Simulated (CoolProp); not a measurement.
A simple Rankine cycle with 1,2-dichloroethane: condensing at 333.15 K, boiler at 0.235 MPa, turbine inlet 388.1 K, turbine efficiency 0.7, pump efficiency 0.6, no recuperator. Each further row changes one setting.

The numbers come from the reference Helmholtz-energy equation of state, Thol 2015 in CoolProp.

```
case                             thermal efficiency (%)  net work (kJ/kg)  heat in (kJ/kg)  turbine exit temperature (K)  volume ratio over the turbine
-------------------------------  ----------------------  ----------------  ---------------  ----------------------------  -----------------------------
as stated                                           8.7              33.2              381                         345.8                     (withheld)
turbine inlet 408.1 K                               8.8        (withheld)       (withheld)                         365.1                           4.77
condensing temperature 325.15 K                     9.9              38.8       (withheld)                    (withheld)                           6.36
boiler pressure 0.164 MPa                           6.9              26.6       (withheld)                         355.3                           3.37
turbine efficiency 0.6                              7.4              28.4              381                    (withheld)                           4.86
```

Fill in the missing entries.


- as stated, volume ratio over the turbine: 4.78
- turbine inlet 408.1 K, net work (kJ/kg): 35.1
- turbine inlet 408.1 K, heat in (kJ/kg): 400
- condensing temperature 325.15 K, heat in (kJ/kg): 392
- condensing temperature 325.15 K, turbine exit temperature (K): 338.9
- boiler pressure 0.164 MPa, heat in (kJ/kg): 383
- turbine efficiency 0.6, turbine exit temperature (K): 351.3
